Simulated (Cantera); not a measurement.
An adiabatic, constant-volume homogeneous reactor starts with H2 : O2 : N2 = 1 : 0.357 : 1.34 (molar parts), at 1500 K and 14.8 atm.

Model: GRI-Mech 3.0 (53 species, 325 reactions), integrated in Cantera. The hydrogen kinetics of GRI-Mech 3.0 are dated; newer H2 mechanisms differ, most at raised pressure. The pressure lies above the range GRI-Mech 3.0 was tuned for (to about 10 atm). Above 3000 K some thermodynamic fits are extrapolated.

Problem. Predict: time of steepest temperature rise; temperature at 4.00 s; equilibrium temperature; x(H2) at 4.00 s; x(O2) at 4.00 s; x(HO2) at 4.00 s; x(N2O) at 4.00 s; x(H2O2) at 4.00 s.

Solution. 
```
Property                                                            Result
---------------------------------  ---------------------------------------
time of steepest temperature rise                                  1.06 µs
temperature at 4.00 s                                               3295 K
equilibrium temperature                                             3295 K
x(H2) at 4.00 s                        0.128 (gas-phase equilibrium 0.128)
x(O2) at 4.00 s                    0.00181 (gas-phase equilibrium 0.00181)
x(HO2) at 4.00 s                   7.42e-6 (gas-phase equilibrium 7.42e-6)
x(N2O) at 4.00 s                   1.36e-6 (gas-phase equilibrium 1.36e-6)
x(H2O2) at 4.00 s                  1.59e-6 (gas-phase equilibrium 1.59e-6)
```
